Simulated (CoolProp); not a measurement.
Model: reference Helmholtz-energy equation of state, Lemmon 2006, in CoolProp. It is a short technical equation, of lower accuracy than the large ones.

Give the vapour pressure (MPa), vapour density (kg/m³), liquid cp (kJ/(kg K)) of saturated carbon monoxide at -183.25, -174.45, -168.65 °C.


```
T (°C)   p (MPa)  vapour density (kg/m³)  liquid cp (kJ/(kg K))
-------  -------  ----------------------  ---------------------
-183.25    0.236                    9.58                   2.19
-174.45    0.494                    19.3                   2.29
-168.65    0.749                    29.0                   2.40
```
